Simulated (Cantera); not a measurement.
## Thermodynamics of carbothermic reduction, feed CuO + C + N₂

Charge: 1 mol CuO, 6.1 mol C, 10 mol N₂.

Equilibrium computed with Cantera from the NASA thermochemical tables; the gas is ideal and each condensed phase is pure. Candidate condensed phases: C, Cu, CuO, Cu₂O; 27 gas species. Rates play no part.

Stable condensed phases:

```
T in K \ P in Pa
              10      42     180     750    3200   13000   56000  240000 1000000
   2398        A       A       A       A       A       A       A       B       B
   2248        A       A       A       A       A       A       B       B       B
   2098        A       A       A       A       A       B       B       B       B
   1948        A       A       A       A       B       B       B       B       B
   1798        A       A       A       B       B       B       B       B       B
   1648        A       A       B       B       B       B       B       B       B
   1498        B       B       B       B       B       B       B       B       B
   1348        B       B       B       B       B       B       B       B       B
   1198        B       B       B       B       B       B       B       B       B
   1048        B       B       B       B       B       B       B       B       B
```

A: C; B: C + Cu.
